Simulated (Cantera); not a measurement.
Charge: 1 mol V, 0.13 mol H₂O, at 1777 °C and 101000 Pa.

Equilibrium computed with Cantera from the NASA thermochemical tables; the gas is ideal and each condensed phase is pure. Candidate condensed phases: H₂O, V, VO, V₂O₃, V₂O₄, V₂O₅; 12 gas species. Mutual solubility and eutectic melting of coexisting phases are not modelled. VO: taken at fixed stoichiometry. Condensed phases not in the tables: N, O or C dissolved in the metal. Equilibrium is a limit: real reactors are often held back by kinetics, nucleation or transport.

Base state: H₂ 0.997, H 0.00225, H₂O 0.000424 (mole fractions); condensed: V(s) + VO(s).

Q: What changes in the equilibrium state with this change: V replaced by Ta(OEt)₅?

A: 
| species | before | after |
|---|---|---|
| H₂ | 0.997 | 0.709 |
| CO | 0 | 0.289 |
| H | 0.00225 | 0.00190 |
| C₂H₂ (acetylene) | 0 | 0.000752 |
| CH₄ | 0 | 0.000190 |
| H₂O | 0.000424 | 2.00e-5 |
| V(s), mol | 0.870 | 0 |
| VO(s), mol | 0.130 | 0 |
| C(graphite), mol | 0 | 3.84 |
| TaC(s), mol | 0 | 1.00 |
The feed counts by its element totals alone. TaC: taken at fixed stoichiometry. Condensed phases not in the tables: Ta₂C. Further candidate phases: C, C₆H₆, C₇H₈, C₈H₁₈, Ta, TaC, Ta₂O₅.
